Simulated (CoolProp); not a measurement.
Vapour-liquid equilibrium of propane (1) + n-pentane (2) at -34.85 °C; x and y are mole fractions of (1).

Computed with CoolProp (multi-fluid Helmholtz-energy mixture model, Lemmon 2009 and Thol 2019; pair parameters Kunz 2012).

Question: Give the bubble pressure and the first vapour's composition at x = 0.5, 0.875, 0.95. Is there an azeotrope?

Answer: x = 0.5: 0.7628 bar, y = 0.971; x = 0.875: 1.216 bar, y = 0.994; x = 0.95: 1.313 bar, y = 0.998. No azeotrope shows between x = 0.05 and 0.95.

The pair parameters rest on a limited set of measurements; away from them the model extrapolates.
